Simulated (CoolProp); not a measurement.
Hydrogen chloride along the isotherm 431.8 K: Z from the reference equation and from simpler models built on Tc = 324.7 K, pc = 8.314 MPa, ω = 0.130; each cubic takes its own stable root.

The numbers come from the reference Helmholtz-energy equation of state, Thol 2018 in CoolProp.

```csv
p (MPa),phase,reference,Pitzer virial,van der Waals,Soave-Redlich-Kwong,Peng-Robinson
1.04,gas,0.9807,0.9837,0.9817,0.9839,0.9804
2.08,gas,0.9616,0.9674,0.9631,0.9678,0.9611
3.12,gas,0.9426,0.9511,0.9440,0.9518,0.9418
4.16,gas,0.9239,0.9349,0.9245,0.9359,0.9229
5.2,gas,0.9054,0.9186,0.9046,0.9201,0.9042
6.24,gas,0.8872,0.9023,0.8842,0.9045,0.8858
7.27,gas,0.8695,0.8862,0.8637,0.8893,0.8680
8.31,gas,0.8520,0.8699,0.8425,0.8742,0.8504
9.35,supercritical,0.8349,0.8536,0.8210,0.8594,0.8334
10.4,supercritical,0.8181,0.8371,0.7991,0.8450,0.8168
11.4,supercritical,0.8026,0.8215,0.7782,0.8317,0.8017
12.5,supercritical,0.7860,0.8043,0.7554,0.8177,0.7859
```
